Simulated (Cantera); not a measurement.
## Reactions in the system C-O-Ti

Source: NASA polynomial tables (part measured, part estimated), evaluated in Cantera. Values are per mole of reaction as written; species without (g) are pure solids or liquids, kept so even where they would boil at 1 bar. TiC: taken at fixed stoichiometry.

O₃(g) + 3 Ti₃O₅ → 9 TiO₂

```tsv
T (K)	ΔH° (kJ)	ΔS° (J/K)	ΔG° (kJ)	log10 K	condensed phases
300	-1267.1	-174.4	-1214.8	211.50	Ti₃O₅(s), TiO₂(rutile)
1948	-1368.7	-305.6	-773.4	20.74	Ti₃O₅(s), TiO₂(rutile)
2098	-1905.1	-567.4	-714.7	17.79	Ti₃O₅(l), TiO₂(rutile)
2248	-1304.5	-285.5	-662.7	15.40	Ti₃O₅(l), TiO₂(l)
2398	-1300.9	-283.9	-620.0	13.51	Ti₃O₅(l), TiO₂(l)
2548	-1297.8	-282.7	-577.5	11.84	Ti₃O₅(l), TiO₂(l)
2698	-1295.2	-281.7	-535.2	10.36	Ti₃O₅(l), TiO₂(l)
2848	-1293.0	-280.9	-493.0	9.04	Ti₃O₅(l), TiO₂(l)
```

O₂(g) + 2 Ti₄O₇ → 8 TiO₂

```csv
T (K),ΔH° (kJ),ΔS° (J/K),ΔG° (kJ),log10 K,condensed phases
300,-748.9,-200.3,-688.9,119.94,"Ti₄O₇(s), TiO₂(rutile)"
1948,-792.2,-238.8,-327.0,8.77,"Ti₄O₇(s), TiO₂(rutile)"
2098,-1265.3,-481.0,-256.1,6.38,"Ti₄O₇(l), TiO₂(rutile)"
2248,-730.8,-230.2,-213.4,4.96,"Ti₄O₇(l), TiO₂(l)"
2398,-726.6,-228.3,-179.0,3.90,"Ti₄O₇(l), TiO₂(l)"
2548,-722.4,-226.6,-144.9,2.97,"Ti₄O₇(l), TiO₂(l)"
2698,-718.2,-225.1,-111.0,2.15,"Ti₄O₇(l), TiO₂(l)"
2848,-714.1,-223.6,-77.4,1.42,"Ti₄O₇(l), TiO₂(l)"
```

CO₂(g) + 4 Ti₃O₅ → 11 TiO₂ + TiC

| T (K) | ΔH° (kJ) | ΔS° (J/K) | ΔG° (kJ) | log10 K | condensed phases |
|---|---|---|---|---|---|
| 300 | -346.2 | -153.7 | -300.1 | 52.25 | Ti₃O₅(s), TiO₂(rutile), TiC(s) |
| 1948 | -485.0 | -334.3 | 166.2 | -4.46 | Ti₃O₅(s), TiO₂(rutile), TiC(s) |
| 2098 | -1198.4 | -682.5 | 233.4 | -5.81 | Ti₃O₅(l), TiO₂(rutile), TiC(s) |
| 2248 | -464.4 | -338.0 | 295.3 | -6.86 | Ti₃O₅(l), TiO₂(l), TiC(s) |
| 2398 | -459.2 | -335.7 | 345.8 | -7.53 | Ti₃O₅(l), TiO₂(l), TiC(s) |
| 2548 | -453.8 | -333.5 | 396.0 | -8.12 | Ti₃O₅(l), TiO₂(l), TiC(s) |
| 2698 | -448.2 | -331.4 | 445.9 | -8.63 | Ti₃O₅(l), TiO₂(l), TiC(s) |
| 2848 | -442.4 | -329.3 | 495.4 | -9.09 | Ti₃O₅(l), TiO₂(l), TiC(s) |

Ti₄O₇ + 2 TiO(g) → 3 Ti₂O₃

```tsv
T (K)	ΔH° (kJ)	ΔS° (J/K)	ΔG° (kJ)	log10 K	condensed phases
300	-1266.6	-433.0	-1136.8	197.92	Ti₄O₇(s), Ti₂O₃(s)
1948	-1156.6	-312.5	-547.9	14.69	Ti₄O₇(s), Ti₂O₃(s)
2098	-1380.2	-427.2	-483.9	12.05	Ti₄O₇(l), Ti₂O₃(s)
2248	-1062.9	-277.2	-439.7	10.22	Ti₄O₇(l), Ti₂O₃(l)
2398	-1059.2	-275.6	-398.2	8.67	Ti₄O₇(l), Ti₂O₃(l)
2548	-1055.7	-274.2	-357.0	7.32	Ti₄O₇(l), Ti₂O₃(l)
2698	-1052.1	-272.9	-316.0	6.12	Ti₄O₇(l), Ti₂O₃(l)
2848	-1048.7	-271.6	-275.1	5.05	Ti₄O₇(l), Ti₂O₃(l)
```
